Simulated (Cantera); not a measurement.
A closed system holds: 1 mol Nb, 0.015 mol H2O, equilibrated at 1100 K and 0.140 bar.

These are equilibrium values from Cantera (NASA tables, ideal gas, pure condensed phases), not measurements of a reactor. Candidate condensed phases: H2O, Nb, NbO, NbO2, Nb2O5; 12 gas species. Mutual solubility and eutectic melting of coexisting phases are not modelled. NbO: taken at fixed stoichiometry. Condensed phases not in the tables: N, O or C dissolved in the metal. Kinetics and transport are ignored.

Base state: H2 1.000 (mole fractions); condensed: Nb(s) + NbO(s).

### Question
What changes in the equilibrium state with this change: temperature from 1100 K to 2575 K?

### Answer
| species | before | after |
|---|---|---|
| H2 | 1.000 | 0.902 |
| H | 6.91e-8 | 0.0879 |
| H2O | 4.91e-7 | 0.00565 |
| NbO2 | <1e-9 | 0.00294 |
| NbO | <1e-9 | 0.00147 |
| OH | <1e-9 | 0.000124 |
| Nb(s), mol | 0.985 | 0.985 |
| NbO(s), mol | 0.0150 | 0 |
| NbO(l), mol | 0 | 0.0148 |
